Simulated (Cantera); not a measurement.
A perfectly stirred reactor is fed with CH₄ : CO : O₂ : N₂ : H₂O = 1 : 1.3 : 3.01 : 11.3 : 0.6 (molar parts), at 40000 Pa; it is adiabatic with a 675 K inlet, and is followed from long to short residence time, starting on the burning branch (τ in s: 0.47, 0.15, 0.05, 0.016, 0.0052, 0.0017, 0.00054, 0.00018, 5.7e-05, 1.8e-05).

Computed with Cantera and GRI-Mech 3.0 (53 species, 325 reactions).

x: mole fraction; the columns are a selection and need not sum to one.

| τ (s) | T (K) | x CH₄ | x CO | x O₂ | x CH₂O | x NO |
|---|---|---|---|---|---|---|
| 0.47 | 2289 | 5.61e-7 | 0.0142 | 0.0261 | 1.04e-7 | 0.00385 |
| 0.15 | 2280 | 1.63e-6 | 0.0153 | 0.0273 | 3.02e-7 | 0.00260 |
| 0.050 | 2252 | (withheld) | (withheld) | 0.0292 | (withheld) | (withheld) |
| 0.016 | 2186 | (withheld) | (withheld) | (withheld) | (withheld) | (withheld) |
| 0.0052 | 2087 | 2.38e-5 | 0.0303 | 0.0365 | 3.74e-6 | 0.000173 |
| 0.0017 | 1968 | 6.01e-5 | 0.0373 | 0.0408 | 8.32e-6 | 6.26e-5 |
| 0.00054 | 1838 | 0.000179 | 0.0450 | 0.0461 | 2.13e-5 | 2.62e-5 |
| 0.00018 | 1705 | 0.000667 | 0.0592 | 0.0554 | 6.67e-5 | 9.69e-6 |
| 5.7e-5 | 675 | 0.0581 | 0.0755 | 0.175 | <1e-12 | <1e-12 |
| 1.8e-5 | 675 | 0.0581 | 0.0755 | 0.175 | <1e-12 | <1e-12 |

Q: Some entries are withheld; supply them.

A: 
- 0.050, x CH₄: 4.19e-6
- 0.050, x CO: 0.0179
- 0.050, x CH₂O: 7.65e-7
- 0.050, x NO: 0.00134
- 0.016, x CH₄: 1.01e-5
- 0.016, x CO: 0.0233
- 0.016, x O₂: 0.0324
- 0.016, x CH₂O: 1.75e-6
- 0.016, x NO: 0.000519
